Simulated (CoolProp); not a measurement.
Saturated liquid density (kg/m³) of n-perfluorohexane: the reference equation beside estimates from Tc = 174.9 °C, pc = 17.42 bar, ω = 0.497. Rackett uses Z = 0.29056 − 0.08775 ω.

Values from CoolProp's reference Helmholtz-energy equation of state, Gao 2022.

```json
[
 {"T (°C)": "67.55", "reference": "1544", "Rackett": "1622", "Redlich-Kwong": "1218", "Peng-Robinson": "1502"},
 {"T (°C)": "70.35", "reference": "1535", "Rackett": "1610", "Redlich-Kwong": "1207", "Peng-Robinson": "1491"},
 {"T (°C)": "73.05", "reference": "1526", "Rackett": "1599", "Redlich-Kwong": "1198", "Peng-Robinson": "1480"},
 {"T (°C)": "75.85", "reference": "(withheld)", "Rackett": "1588", "Redlich-Kwong": "1187", "Peng-Robinson": "1469"},
 {"T (°C)": "78.55", "reference": "1507", "Rackett": "1576", "Redlich-Kwong": "1177", "Peng-Robinson": "(withheld)"},
 {"T (°C)": "81.35", "reference": "1497", "Rackett": "1565", "Redlich-Kwong": "1166", "Peng-Robinson": "1446"},
 {"T (°C)": "84.15", "reference": "1487", "Rackett": "1553", "Redlich-Kwong": "1155", "Peng-Robinson": "1433"},
 {"T (°C)": "86.85", "reference": "1477", "Rackett": "(withheld)", "Redlich-Kwong": "(withheld)", "Peng-Robinson": "(withheld)"},
 {"T (°C)": "89.65", "reference": "1466", "Rackett": "1528", "Redlich-Kwong": "1133", "Peng-Robinson": "1408"},
 {"T (°C)": "92.35", "reference": "1456", "Rackett": "(withheld)", "Redlich-Kwong": "1122", "Peng-Robinson": "1395"},
 {"T (°C)": "95.15", "reference": "1445", "Rackett": "(withheld)", "Redlich-Kwong": "1111", "Peng-Robinson": "1382"},
 {"T (°C)": "97.95", "reference": "1434", "Rackett": "(withheld)", "Redlich-Kwong": "1099", "Peng-Robinson": "1368"},
 {"T (°C)": "100.65", "reference": "1423", "Rackett": "1478", "Redlich-Kwong": "1087", "Peng-Robinson": "1354"},
 {"T (°C)": "103.45", "reference": "1412", "Rackett": "1464", "Redlich-Kwong": "1075", "Peng-Robinson": "1339"},
 {"T (°C)": "106.25", "reference": "1400", "Rackett": "1451", "Redlich-Kwong": "1062", "Peng-Robinson": "1324"}
]
```

Question: What belongs in the gaps?

Answer: 
- 75.85, reference: 1516
- 78.55, Peng-Robinson: 1458
- 86.85, Rackett: 1541
- 86.85, Redlich-Kwong: 1145
- 86.85, Peng-Robinson: 1421
- 92.35, Rackett: 1516
- 95.15, Rackett: 1503
- 97.95, Rackett: 1490

Absolute difference from the reference over all 15 rows, mean and median: Rackett 4.3 and 4.3 %, Redlich-Kwong 22.5 and 22.5 %, Peng-Robinson 3.9 and 3.8 %.
